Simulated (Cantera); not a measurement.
A closed system holds: 1 mol CO, 0.21 mol H2O, held at 2725 °C and 0.000360 bar.

These are equilibrium values from Cantera (NASA tables, ideal gas, pure condensed phases), not measurements of a reactor. Candidate condensed phases: C, C6H6, C7H8, C8H18, H2O; 110 gas species. The numbers say what is thermodynamically allowed, not how fast it happens.

Base state: CO 0.615, H 0.256, O 0.127, H2 0.000955, OH 0.000772, CO2 0.000756, O2 0.000457 (mole fractions); condensed: gas only.

What changes in the equilibrium state with this change: pressure from 0.000360 bar to 0.0100 bar?


```tsv
species	before	after
CO	0.615	0.635
H	0.256	0.216
O	0.127	0.0914
CO2	0.000756	0.0157
H2	0.000955	0.0189
OH	0.000772	0.0130
H2O	8.70e-6	0.00344
O2	0.000457	0.00660
```

What changes in the equilibrium state with this change: 0.0082 mol H2S added?


```tsv
species	before	after
CO	0.615	0.606
H	0.256	0.262
O	0.127	0.125
S	0	0.00482
SO	0	0.000148
H2	0.000955	0.00100
```
Further candidate phases: H2SO4, S.

What changes in the equilibrium state with this change: temperature from 2725 °C to 2400 °C?


```tsv
species	before	after
CO	0.615	0.622
H	0.256	0.242
O	0.127	0.109
CO2	0.000756	0.00874
H2O	8.70e-6	0.000748
O2	0.000457	0.00413
H2	0.000955	0.00800
OH	0.000772	0.00564
```
